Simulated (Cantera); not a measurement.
A closed system holds: 1 mol Si, 1.1 mol Br2, 49 mol N2, held at 0.0980 bar.

Method: chemical equilibrium by Gibbs-energy minimisation in Cantera with the NASA 1993 tables (ideal gas, pure condensed phases). Candidate condensed phases: Br2, Si, Si3N4; 13 gas species. N2 is the only nitrogen source here; it is nearly inert below about 1500 K, so the nitride shown seldom forms there in practice. The tables' values for SiBr3, SiBr are old estimates; treat these amounts as uncertain. The numbers say what is thermodynamically allowed, not how fast it happens.

x: gas mole fraction; n: condensed amount in mol.

| T (K) | x N2 | x SiBr2 | x SiBr4 | x Br | x SiBr3 | x SiBr | n Si3N4(s) |
|---|---|---|---|---|---|---|---|
| 498 | 0.989 | <1e-12 | 0.0112 | <1e-12 | <1e-12 | <1e-12 | 0.150 |
| 598 | 0.989 | <1e-12 | 0.0112 | 4.87e-11 | 4.01e-12 | <1e-12 | 0.150 |
| 698 | 0.989 | <1e-12 | 0.0112 | 4.08e-9 | 5.52e-10 | <1e-12 | 0.150 |
| 798 | 0.989 | 7.46e-11 | 0.0112 | 1.13e-7 | 2.20e-8 | <1e-12 | 0.150 |
| 898 | 0.989 | 7.67e-9 | 0.0112 | 1.50e-6 | 3.81e-7 | <1e-12 | 0.150 |
| 998 | 0.989 | 3.07e-7 | 0.0112 | 1.18e-5 | 3.71e-6 | <1e-12 | 0.150 |
| 1098 | 0.989 | 6.20e-6 | 0.0111 | 6.43e-5 | 2.36e-5 | <1e-12 | 0.150 |
| 1198 | 0.989 | ___ | 0.0110 | ___ | 0.000109 | 1.93e-11 | 0.150 |
| 1298 | 0.988 | 0.000591 | 0.0104 | 0.000861 | 0.000382 | 1.05e-9 | 0.147 |
| 1398 | 0.985 | 0.00316 | 0.00823 | 0.00227 | 0.000973 | 3.07e-8 | 0.129 |
| 1498 | 0.980 | ___ | ___ | ___ | 0.00142 | 4.89e-7 | ___ |
| 1598 | 0.976 | 0.0161 | 0.000656 | 0.00647 | 0.000874 | 4.19e-6 | 0.0393 |
| 1698 | 0.975 | 0.0175 | 7.34e-5 | 0.00749 | 0.000351 | 2.35e-5 | 0.0335 |

Question: What belongs in the gaps?

Answer: 
- 1198, x SiBr2: 7.46e-5
- 1198, x Br: 0.000263
- 1498, x SiBr2: 0.0101
- 1498, x SiBr4: 0.00379
- 1498, x Br: 0.00458
- 1498, n Si3N4(s): 0.0798
